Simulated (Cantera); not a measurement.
A closed system holds: 1 mol Fe3O4, 5.8 mol C, 0.71 mol N2, at 2423.15 K.

Cantera equilibrium calculation (NASA polynomials, part measured and part estimated; ideal gas, pure solids and liquids). Candidate condensed phases: C, Fe, Fe(CO)5, FeO, Fe2O3, Fe3O4; 27 gas species. Iron dissolves carbon and melts from about 1420 K in contact with it, which pure phases cannot show. Condensed phases not in the tables: cementite and carbon dissolved in iron. Kinetics and transport are ignored.

log p: log10 of the partial pressure in bar; n: condensed amount in mol.

```
P (Pa)     log p CO    log p Fe    log p N2    log p CN  log p C3  n C(graphite)  n Fe(l)
-------  ----------  ----------  ----------  ----------  --------  -------------  -------
10            -4.29       -4.41       -5.04       -6.79     -6.84           1.75        0
42            -3.66       -3.79       -4.41       -6.48     -6.84           1.78        0
180      (withheld)  (withheld)  (withheld)  (withheld)     -6.84           1.79        0
750           -2.41       -2.53       -3.16       -5.85     -6.84           1.80        0
3200          -1.78       -1.90       -2.53       -5.54     -6.84           1.80        0
13000         -1.02       -1.76       -1.77       -5.16     -6.84           1.80     2.26
56000         -0.34       -1.76       -1.09       -4.82     -6.84           1.80     2.85
240000   (withheld)       -1.76  (withheld)  (withheld)     -6.84           1.80     2.97
1000000        0.93       -1.76        0.18       -4.18     -6.84           1.80     2.99
```

Task: Fill in the missing entries.

Result: 
- 180, log p CO: -3.03
- 180, log p Fe: -3.15
- 180, log p N2: -3.78
- 180, log p CN: -6.16
- 240000, log p CO: 0.31
- 240000, log p N2: -0.44
- 240000, log p CN: -4.50
